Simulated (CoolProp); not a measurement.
A closed Brayton cycle with carbon dioxide: compressor inlet 321.15 K and 7.7 MPa, high pressure 23.2 MPa, turbine inlet 930 K, compressor efficiency 0.85, turbine efficiency 0.93, recuperator effectiveness 0.8 (on enthalpy, no pinch check). Each further row changes one setting.

Values from CoolProp's reference Helmholtz-energy equation of state, Span 1996.

| case | thermal efficiency (%) | net work (kJ/kg) | compressor to turbine work | compressor exit (K) | turbine exit (K) |
|---|---|---|---|---|---|
| as stated | 33.4 | 111 | 0.34 | 414.7 | 784.4 |
| turbine inlet 880 K | 32.4 | 101 | 0.36 | 414.7 | 739.6 |
| compressor inlet 331.15 K | 32.6 | 104 | 0.38 | 431.1 | 784.4 |
| high pressure 19.7 MPa | 31.6 | 98.0 | 0.33 | 400.3 | 805.2 |
| recuperator effectiveness 0.5 | 24.2 | 111 | 0.34 | 414.7 | 784.4 |
